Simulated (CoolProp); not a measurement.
Vapour-liquid equilibrium of hydrogen chloride (1) + n-butane (2) at 0.56 MPa; x and y are mole fractions of (1).

Values from CoolProp's multi-fluid Helmholtz-energy mixture model, Thol 2018 and Bücker 2006; pair parameters Bell 2016.

Question: Give the bubble temperature and the first vapour's composition at x = 0.35, 0.65, 0.8. Is there an azeotrope?

Answer: x = 0.35: -33.9 °C, y = 0.963; x = 0.65: -41.7 °C, y = 0.980; x = 0.8: -44.1 °C, y = 0.986. No azeotrope shows between x = 0.05 and 0.95.

Pair parameters are fitted to limited data, so mixtures are less certain than the pure fluids. With so large a gap from Raoult's law the liquid may split in two, which this calculation doesn't test in full.
